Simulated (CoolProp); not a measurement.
Vapour-liquid equilibrium of isobutane (1) + acetone (2) at 64.05 °C; x and y are mole fractions of (1).

Values from CoolProp's multi-fluid Helmholtz-energy mixture model, Bücker 2006 and Lemmon 2006; pair parameters Bell 2016.

| x | bubble pressure, mixture model (bar) | bubble pressure, Raoult's law (bar) | y, mixture model | y, Raoult's law |
|---|---|---|---|---|
| 0.05 | 2.628 | 1.732 | 0.501 | 0.275 |
| 0.15 | ___ | 2.553 | 0.726 | 0.560 |
| 0.25 | 6.001 | 3.374 | 0.795 | 0.706 |
| 0.35 | 6.854 | 4.195 | 0.827 | 0.795 |
| 0.45 | 7.402 | 5.016 | 0.846 | 0.855 |
| 0.55 | 7.799 | 5.838 | 0.861 | 0.898 |
| 0.65 | ___ | 6.659 | ___ | 0.931 |
| 0.75 | 8.516 | 7.480 | 0.895 | 0.956 |
| 0.85 | 8.921 | 8.301 | 0.924 | 0.976 |
| 0.95 | 9.341 | 9.122 | 0.968 | 0.993 |

Task: What belongs in the gaps?

Result: 
- 0.15, bubble pressure, mixture model (bar): 4.656
- 0.65, bubble pressure, mixture model (bar): 8.150
- 0.65, y, mixture model: 0.876

The largest gap from Raoult's law is +82.4 % in bubble pressure, at x = 0.15. No azeotrope shows between x = 0.05 and 0.95.

Pair parameters are fitted to limited data, so mixtures are less certain than the pure fluids. With so large a gap from Raoult's law the liquid may split in two, which this calculation doesn't test in full.
